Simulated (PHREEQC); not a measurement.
Solution (20 °C): 63 mmol/kgw HF, 0.32 mmol/kgw H2SiF6, 1.1 mmol/kgw H3BO3 and 0.55 mmol/kgw HNO3. Closed to the air; pH follows from the charge balance.

The numbers come from PHREEQC with the ion-association model, wateq4f.dat.

| quantity | before | after |
|---|---|---|
| pH | 2.15 | 1.92 |
| ionic strength (mol/kgw) | 0.00804 | 0.0137 |
| HF (mol/kgw) | 0.0416 | 0.0164 |
| H2F2 (mol/kgw) | 0.00541 | 0.000842 |
| HF2- (mol/kgw) | 0.000722 | 6.80e-5 |
| SI of Quartz (SiO2) | -7.18 | -4.33 |

Question: Name the change that produced these shifts.
A. HNO3 from 0.00055 to 0.000825 mol/kgw
B. HF replaced by Cu(BF4)2 at the same molality
C. H3BO3 from 0.0011 to 0.011 mol/kgw
D. temperature from 20 to 50 °C
E. diluted 10-fold with water

Answer: C, H3BO3 from 0.0011 to 0.011 mol/kgw

Precipitation was switched off in this run. wateq4f.dat counts part of the HF as a dimer, H2F2, which phreeqc.dat doesn't know; its constant is uncertain. SiF6-2 is the database's only silicon fluoride. Real BF4- forms and hydrolyses slowly; the run takes it at equilibrium.
